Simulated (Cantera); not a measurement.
Input: 1 mol Al2O3, 21 mol HCl, equilibrated at 0.100 bar.

Cantera equilibrium calculation (NASA polynomials, part measured and part estimated; ideal gas, pure solids and liquids). Candidate condensed phases: Al, AlCl3, Al2O3, H2O; 29 gas species. Kinetics and transport are ignored.

Task: At 827 °C, list the 6 most abundant gas species with their mole fractions, and the condensed phases.

Result: HCl 0.999, H2O 0.000662, AlCl3 0.000441, H2 1.99e-5, Cl 1.64e-5, Cl2 1.17e-5. Condensed: Al2O3(s).
